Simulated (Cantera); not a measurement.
Mixture: CO : H2 : O2 : N2 = 1 : 0.036 : 0.432 : 1.62 (molar parts), at 360 Torr, adiabatic and at constant pressure. Ignition delay is the time to a rise of 400 K.

Computed with Cantera and GRI-Mech 3.0 (53 species, 325 reactions). Where the delays flatten at high temperature, the 400 K rule measures the pace of heat release, not the induction time.

What does this change do: constant volume in place of constant pressure?


| quantity | before | after |
|---|---|---|
| delay at 1225 K | 0.397 ms | 0.323 ms |
| delay at 1375 K | 0.316 ms | 0.237 ms |
| delay at 1525 K | 0.307 ms | 0.212 ms |
| delay at 1675 K | 0.329 ms | 0.216 ms |
| delay at 1825 K | 0.370 ms | 0.237 ms |

What does this change do: pressure from 360 Torr to 3750 Torr?


```json
[
 {"quantity": "delay at 1225 K", "before": "0.397 ms", "after": "47.6 µs"},
 {"quantity": "delay at 1375 K", "before": "0.316 ms", "after": "20.5 µs"},
 {"quantity": "delay at 1525 K", "before": "0.307 ms", "after": "13.7 µs"},
 {"quantity": "delay at 1675 K", "before": "0.329 ms", "after": "11.1 µs"},
 {"quantity": "delay at 1825 K", "before": "0.370 ms", "after": "9.96 µs"}
]
```
The hydrogen kinetics of GRI-Mech 3.0 are dated; newer H2 mechanisms differ, most at raised pressure.
